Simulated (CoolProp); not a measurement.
A closed Brayton cycle with dry air: compressor inlet 333.15 K and 0.44 MPa, high pressure 0.88 MPa, turbine inlet 660 K, compressor efficiency 0.8, turbine efficiency 0.9, recuperator effectiveness 0 (on enthalpy, no pinch check). Each further row changes one setting.

Model: reference Helmholtz-energy equation of state, Lemmon 2000, in CoolProp. It is a pseudo-pure fit of the blend.

```tsv
case	thermal efficiency (%)	net work (kJ/kg)	compressor to turbine work	compressor exit (K)	turbine exit (K)
as stated	6.6	16.3	0.85	423.9	557.6
turbine inlet 610 K	4.1	8.00	0.92	423.9	514.5
compressor inlet 343.15 K	5.8	13.5	0.87	436.5	557.6
high pressure 0.748 MPa	5.9	15.9	0.81	401.0	580.1
recuperator effectiveness 0.5	9.2	16.3	0.85	423.9	557.6
```
